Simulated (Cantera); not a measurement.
Adiabatic ignition

An adiabatic, constant-pressure homogeneous reactor starts with 4.79 % CH₄, 0.815 % CO, 18.2 % O₂, 68.6 % N₂, 7.67 % H₂, at 1300 K and 0.620 bar.

Model: GRI-Mech 3.0 (53 species, 325 reactions), integrated in Cantera.

| t (s) | T (K) | x CH₄ | x CO | x O₂ | x H₂O₂ | x HO₂ |
|---|---|---|---|---|---|---|
| 2.00e-6 | 1300 | 0.0479 | 0.00815 | 0.182 | 1.08e-11 | 9.74e-9 |
| 1.03e-5 | 1300 | 0.0479 | 0.00815 | 0.182 | 2.82e-10 | 5.16e-8 |
| 5.28e-5 | 1300 | 0.0479 | 0.00815 | 0.182 | 7.66e-9 | 3.77e-7 |
| 0.000271 | 1638 | 0.0197 | 0.0262 | 0.141 | 5.37e-6 | 0.000269 |
| 0.00139 | 2566 | <1e-12 | 0.0139 | 0.0483 | 2.15e-7 | 6.20e-6 |
| 0.00717 | 2567 | <1e-12 | 0.0136 | 0.0460 | 2.17e-7 | 6.05e-6 |
| 0.0368 | 2561 | <1e-12 | 0.0135 | 0.0437 | 2.09e-7 | 5.74e-6 |
| 0.189 | 2561 | <1e-12 | 0.0135 | 0.0437 | 2.09e-7 | 5.74e-6 |
| 0.973 | 2561 | <1e-12 | 0.0135 | 0.0437 | 2.09e-7 | 5.74e-6 |
| 5.00 | 2561 | <1e-12 | 0.0135 | 0.0437 | 2.09e-7 | 5.74e-6 |
x: mole fraction; the columns are a selection and need not sum to one.

```
Property                                                          Result
---------------------------------  -------------------------------------
time of steepest temperature rise                               0.280 ms
temperature at 5.00 s                                             2561 K
equilibrium temperature                                           2561 K
x(CH₄) at 5.00 s                   <1e-12 (gas-phase equilibrium <1e-12)
x(CO) at 5.00 s                    0.0135 (gas-phase equilibrium 0.0135)
x(O₂) at 5.00 s                    0.0437 (gas-phase equilibrium 0.0437)
```
